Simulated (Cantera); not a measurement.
Charge: 1 mol Fe₂O₃, 0.88 mol CH₄, 1.1 mol CO, held at 36.8 Torr.

Points: T (K) = 998, 1048, 1098, 1148, 1198, 1248, 1298, 1348, 1398.

Cantera's Mixture.equilibrate('TP', solver="vcs", rtol=1e-11, max_steps=5000) on the NASA tables stopped like this:

```
ERROR: FAILURE its = 5001!

*******************************************************************************
CanteraError thrown by MultiPhase::equilibrate:
VCS solver failed. Return code: -1
*******************************************************************************
```

Question: What got this run through?

Answer: One answer among several that fit: The failure is numerical, not chemical. The same input converged with solver="gibbs", rtol=1e-10, max_steps=50000, and the result passed a check of the equilibrium conditions:
```
log10 of partial pressures in bar; condensed amounts in mol
       T/K        CO        H2       H2O       CO2     Fe(a)     Fe(c)    FeO(s)
       998    -1.685    -1.708    -2.458    -2.275    0.5507         0     1.449
      1048    -1.679    -1.716    -2.415    -2.303    0.5539         0     1.446
      1098    -1.674    -1.725    -2.373    -2.324    0.5653         0     1.435
      1148    -1.670    -1.734    -2.335    -2.343    0.5791         0     1.421
      1198    -1.666    -1.743    -2.302    -2.360         0    0.5937     1.406
      1248    -1.663    -1.752    -2.272    -2.376         0    0.6094     1.391
      1298    -1.660    -1.760    -2.246    -2.390         0    0.6243     1.376
      1348    -1.658    -1.768    -2.223    -2.404         0    0.6383     1.362
      1398    -1.655    -1.775    -2.202    -2.417         0    0.6513     1.349
```

The gas is ideal and each condensed phase is pure. Mutual solubility and eutectic melting of coexisting phases are not modelled. The tables' stoichiometric FeO is somewhat more stable than real wüstite, so its field is too wide. FeO: taken at fixed stoichiometry.
